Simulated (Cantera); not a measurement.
**Diamond growth**

A diamond (100) surface in a fixed gas of H2 with x(CH4) = 0.006, x(CH3) = 3.4e-05, at 1225 K, 0.286 atm; coverages are run to steady state.

Computed with Cantera and the Harris–Goodwin 1993 mechanism for the reconstructed diamond (100) surface.

```
x(H)     growth (µm/h)  θ c6HH  θ c6H*  θ c6*H   θ c6**    θ c6HM
-------  -------------  ------  ------  ------  -------  --------
0.0001           0.247   0.626  0.0278   0.339  0.00485   0.00101
0.00025          0.736   0.526  0.0348   0.424   0.0116   0.00136
0.00061           1.74   0.470  0.0385   0.469   0.0200   0.00154
0.0015            3.53   0.441  0.0401   0.489   0.0272   0.00144
0.0038            6.09   0.428  0.0410   0.497   0.0316   0.00106
0.0094            8.51   0.423  0.0416   0.500   0.0338  0.000621
0.023             10.2   0.421  0.0426   0.501   0.0349  0.000308
0.057             11.2   0.420  0.0447   0.499   0.0358  0.000137
0.14              11.9   0.419  0.0495   0.494   0.0373   5.97e-5
```
θ: site fractions in the mechanism's names (c6HH fully hydrogenated, c6H* and c6*H radical sites, c6** diradical, c6HM methylated).
